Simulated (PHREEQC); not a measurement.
A solution holds 0.021 mol/kgw Pb(NO3)2, 0.0075 mol/kgw NaHCO3 and 6.8e-05 mol/kgw NaCl, at 25 °C. Closed to the air; pH follows from the charge balance.

The numbers come from PHREEQC with the ion-association model, phreeqc.dat.

This is a speciation only: nothing precipitates in the calculation.

### Question
Predict the pH, ionic strength.

### Answer
pH 5.83; ionic strength 0.0524 mol/kgw.

### Question
In which forms is Pb present?

### Answer
Pb+2 60 %, PbNO3+ 15 %, PbHCO3+ 15 %, PbCO3 8.3 %, Pb2OH+3 0.5 % of the Pb.

Saturation is exceeded, for instance for Cerussite, Pb(OH)2; the values hold only as long as no solid forms.
